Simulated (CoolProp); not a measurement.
Vapour-liquid equilibrium of n-hexane (1) + toluene (2) at 296.3 K; x and y are mole fractions of (1).

The numbers come from the multi-fluid Helmholtz-energy mixture model, Thol 2019 and Lemmon 2006; pair parameters Bell 2016 in CoolProp.

```json
[
 {"x": "0.05", "bubble pressure (MPa)": "0.004789", "y at the bubble point": "0.314", "dew pressure at overall composition x (MPa)": "0.003612", "liquid density (mol/L)": "9.274"},
 {"x": "0.2", "bubble pressure (MPa)": "0.007985", "y at the bubble point": "0.644", "dew pressure at overall composition x (MPa)": "0.004201", "liquid density (mol/L)": "8.978"},
 {"x": "0.35", "bubble pressure (MPa)": "0.01040", "y at the bubble point": "0.767", "dew pressure at overall composition x (MPa)": "0.005014", "liquid density (mol/L)": "8.696"},
 {"x": "0.5", "bubble pressure (MPa)": "0.01242", "y at the bubble point": "0.839", "dew pressure at overall composition x (MPa)": "0.006202", "liquid density (mol/L)": "8.427"},
 {"x": "0.65", "bubble pressure (MPa)": "0.01426", "y at the bubble point": "0.893", "dew pressure at overall composition x (MPa)": "0.008073", "liquid density (mol/L)": "8.170"},
 {"x": "0.8", "bubble pressure (MPa)": "0.01607", "y at the bubble point": "0.940", "dew pressure at overall composition x (MPa)": "0.01126", "liquid density (mol/L)": "7.926"},
 {"x": "0.95", "bubble pressure (MPa)": "0.01795", "y at the bubble point": "0.985", "dew pressure at overall composition x (MPa)": "0.01648", "liquid density (mol/L)": "7.693"}
]
```

No azeotrope shows between x = 0.05 and 0.95.

Pair parameters are fitted to limited data, so mixtures are less certain than the pure fluids.
